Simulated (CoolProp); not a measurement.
The fluid at 298.15 K and 0.138 MPa flows at 10 m/s in a round tube of 12.7 mm bore and 0.25 µm roughness, fully developed (64/Re and Nu = 3.66 if laminar; Colebrook and Gnielinski if turbulent). The same conditions are run with several fluids, on thermodynamics alone (safety and materials aside).

Values from CoolProp's reference Helmholtz-energy equation of state of each fluid (propylene: Lemmon 2013; dry air: Lemmon 2000; normal hydrogen: Leachman 2009; R404A: Lemmon 2003; C3F8 (R218): Lemmon 2006). Blends and air are pseudo-pure fits.

| fluid | Reynolds number | Darcy friction factor | pressure drop (Pa/m) | heat-transfer coefficient (W/(m² K)) | mass flow (kg/h) |
|---|---|---|---|---|---|
| propylene | 35500 | 0.0226 | 213 | 114 | 10.9 |
| dry air | 11100 | 0.0301 | 191 | 66.2 | 7.36 |
| normal hydrogen | 1600 | 0.0400 | 17.7 | 53.6 | 0.511 |
| R404A | 57800 | 0.0203 | 445 | 134 | 25.4 |
| C3F8 (R218) | 111000 | 0.0177 | 752 | 207 | 49.2 |

Transport values come from each fluid's own correlations; those of propylene, C3F8 (R218) are estimates that may be off by 10 % or more.
